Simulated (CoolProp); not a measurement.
Vapour-liquid equilibrium of n-heptane (1) + m-xylene (2) at 110.15 °C; x and y are mole fractions of (1).

Computed with CoolProp (multi-fluid Helmholtz-energy mixture model, Span 2003 and Zhou 2012; pair parameters Bell 2016).

```
x     bubble pressure, mixture model (MPa)  bubble pressure, Raoult's law (MPa)  y, mixture model  y, Raoult's law
----  ------------------------------------  -----------------------------------  ----------------  ---------------
0.05                               0.05038                              0.04842             0.175            0.146
0.15                            (withheld)                              0.05821             0.399            0.364
0.25                            (withheld)                              0.06800             0.540            0.520
0.35                            (withheld)                              0.07778             0.640            0.636
0.45                               0.09306                              0.08757        (withheld)            0.727
0.55                                0.1020                              0.09736        (withheld)            0.799
0.65                                0.1108                               0.1071             0.839            0.858
0.75                            (withheld)                               0.1169        (withheld)            0.907
0.85                            (withheld)                               0.1267             0.936            0.948
0.95                                0.1369                               0.1365             0.979            0.984
```

Q: Some entries are withheld; supply them.

A: 
- 0.15, bubble pressure, mixture model (MPa): 0.06272
- 0.25, bubble pressure, mixture model (MPa): 0.07369
- 0.35, bubble pressure, mixture model (MPa): 0.08369
- 0.45, y, mixture model: 0.718
- 0.55, y, mixture model: 0.783
- 0.75, bubble pressure, mixture model (MPa): 0.1194
- 0.75, y, mixture model: 0.889
- 0.85, bubble pressure, mixture model (MPa): 0.1281

The largest gap from Raoult's law is +8.4 % in bubble pressure, at x = 0.25. No azeotrope shows between x = 0.05 and 0.95.

Pair parameters are fitted to limited data, so mixtures are less certain than the pure fluids.
